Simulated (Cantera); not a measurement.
**SiH2Cl2 + N2 + HCl (silicon epitaxy and polysilicon growth)**

Charge: 1 mol SiH2Cl2, 26 mol N2, 0.06 mol HCl, equilibrated at 0.370 bar.

These are equilibrium values from Cantera (NASA tables, ideal gas, pure condensed phases), not measurements of a reactor. Candidate condensed phases: NH4Cl, Si, Si3N4; 28 gas species. N2 is the only nitrogen source here; it is nearly inert below about 1500 K, so the nitride shown seldom forms there in practice. The tables' values for SiCl3 are old estimates; treat these amounts as uncertain. Equilibrium is a limit: real reactors are often held back by kinetics, nucleation or transport.

```json
[
 {"T (°C)": "927", "log p N2": "-0.46", "log p HCl": "-1.72", "log p H2": "-2.36", "log p SiCl2": "-5.43", "log p SiCl4": "-2.66", "n Si3N4(s)": "0.279"},
 {"T (°C)": "977", "log p N2": "-0.46", "log p HCl": "-1.72", "log p H2": "-2.37", "log p SiCl2": "-4.95", "log p SiCl4": "-2.68", "n Si3N4(s)": "0.280"},
 {"T (°C)": "1027", "log p N2": "-0.46", "log p HCl": "-1.71", "log p H2": "-2.38", "log p SiCl2": "-4.51", "log p SiCl4": "-2.70", "n Si3N4(s)": "0.280"},
 {"T (°C)": "1077", "log p N2": "-0.46", "log p HCl": "-1.71", "log p H2": "-2.38", "log p SiCl2": "-4.11", "log p SiCl4": "-2.72", "n Si3N4(s)": "0.280"},
 {"T (°C)": "1127", "log p N2": "-0.46", "log p HCl": "-1.71", "log p H2": "-2.39", "log p SiCl2": "-3.75", "log p SiCl4": "-2.76", "n Si3N4(s)": "0.278"},
 {"T (°C)": "1177", "log p N2": "-0.46", "log p HCl": "-1.71", "log p H2": "-2.38", "log p SiCl2": "-3.42", "log p SiCl4": "-2.81", "n Si3N4(s)": "0.275"},
 {"T (°C)": "1227", "log p N2": "-0.46", "log p HCl": "-1.71", "log p H2": "-2.37", "log p SiCl2": "-3.12", "log p SiCl4": "-2.88", "n Si3N4(s)": "0.268"},
 {"T (°C)": "1277", "log p N2": "-0.46", "log p HCl": "-1.72", "log p H2": "-2.35", "log p SiCl2": "-2.87", "log p SiCl4": "-3.00", "n Si3N4(s)": "0.257"},
 {"T (°C)": "1327", "log p N2": "-0.46", "log p HCl": "-1.74", "log p H2": "-2.32", "log p SiCl2": "-2.66", "log p SiCl4": "-3.16", "n Si3N4(s)": "0.242"},
 {"T (°C)": "1377", "log p N2": "-0.46", "log p HCl": "-1.77", "log p H2": "-2.28", "log p SiCl2": "-2.50", "log p SiCl4": "-3.37", "n Si3N4(s)": "0.224"},
 {"T (°C)": "1427", "log p N2": "-0.46", "log p HCl": "-1.80", "log p H2": "-2.23", "log p SiCl2": "-2.37", "log p SiCl4": "-3.63", "n Si3N4(s)": "0.203"},
 {"T (°C)": "1477", "log p N2": "-0.46", "log p HCl": "-1.84", "log p H2": "-2.19", "log p SiCl2": "-2.27", "log p SiCl4": "-3.91", "n Si3N4(s)": "0.182"}
]
```
log p: log10 of the partial pressure in bar; n: condensed amount in mol.

From 927 °C to 1477 °C the condensed part is Si3N4(s). The main Si-bearing gas is SiCl4 at 927 °C and SiCl2 at 1477 °C. The share of Si in condensed phases is highest at 1027 °C (84.1 %) and lowest at 1477 °C (54.6 %).
